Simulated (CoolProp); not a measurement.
Model: reference Helmholtz-energy equation of state, Thol 2021, in CoolProp.

Q: Give the vapour pressure (MPa), vapour density (kg/m³) of saturated chlorine at 21.65, 35.35 °C.

A: 
| T (°C) | p (MPa) | vapour density (kg/m³) |
|---|---|---|
| 21.65 | 0.708 | 22.8 |
| 35.35 | 1.02 | 32.2 |
